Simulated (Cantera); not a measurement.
Mixture: CH3OH : O2 : N2 = 1 : 2.83 : 11.6 (molar parts), equivalence ratio 0.53, at 27.0 bar, adiabatic and at constant pressure. Ignition delay is the time to a rise of 400 K.

Computed with Cantera and GRI-Mech 3.0 (53 species, 325 reactions). GRI-Mech 3.0 was tuned for natural gas; its chemistry of methanol as a main component is partial and can be far from experiment. The pressure lies above the range GRI-Mech 3.0 was tuned for (to about 10 atm).

**Question.** Predict: delay at 1050 K; delay at 1200 K; delay at 1350 K; delay at 1500 K; delay at 1650 K; apparent activation energy between 1575 and 1725 K.

**Answer.** 
- delay at 1050 K: 16.5 ms
- delay at 1200 K: 0.902 ms
- delay at 1350 K: 99.0 µs
- delay at 1500 K: 19.1 µs
- delay at 1650 K: 5.57 µs
- apparent activation energy between 1575 and 1725 K: 160 kJ/mol
